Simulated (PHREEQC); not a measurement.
A solution holds 0.0048 mol/kgw FeSO4 and 0.00021 mol/kgw NaF, at 91 °C. Closed to the air; pH follows from the charge balance.

Model: ion-association model, phreeqc.dat, run in PHREEQC.

| quantity | before | after |
|---|---|---|
| pH | 5.46 | 6.43 |
| ionic strength (mol/kgw) | 0.0126 | 0.0147 |
| HF (mol/kgw) | 3.41e-6 | 3.74e-7 |
| NaF (mol/kgw) | 1.85e-8 | 1.88e-8 |
| HF2- (mol/kgw) | 2.85e-9 | 3.23e-10 |

Q: Name the change that produced these shifts.
A. FeSO4 replaced by CaSO4 at the same molality
B. temperature from 91 to 45 °C
C. FeSO4 left out
D. 0.0001 mol/kgw CdSO4 added
E. temperature from 91 to 25 °C

A: A, FeSO4 replaced by CaSO4 at the same molality

This is a speciation only: nothing precipitates in the calculation. Away from 25 °C the constants follow the database's enthalpies or fits; those with neither stay at their 25 °C values. Fluoro complexes past AlF4- and FeF3 are missing from the database.
